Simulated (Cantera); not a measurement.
An isothermal, constant-pressure homogeneous reactor starts with NO : N2 = 1 : 0.61 (molar parts), at 1925 K and 0.0263 atm.

Model: GRI-Mech 3.0 (53 species, 325 reactions), integrated in Cantera. Radical loss at walls, strong at low pressure, is not modelled.

Problem. Predict: x(NO) at 7.00 s; x(N2O) at 7.00 s; x(N2) at 7.00 s; x(O2) at 7.00 s; x(O) at 7.00 s; x(NO2) at 7.00 s.

Solution. x(NO) at 7.00 s: 0.450 (gas-phase equilibrium 0.00699)
x(N2O) at 7.00 s: 6.21e-5 (gas-phase equilibrium 6.03e-8)
x(N2) at 7.00 s: 0.464 (gas-phase equilibrium 0.686)
x(O2) at 7.00 s: 0.0850 (gas-phase equilibrium 0.306)
x(O) at 7.00 s: 0.000720 (gas-phase equilibrium 0.00125)
x(NO2) at 7.00 s: 8.91e-5 (gas-phase equilibrium 2.71e-6)
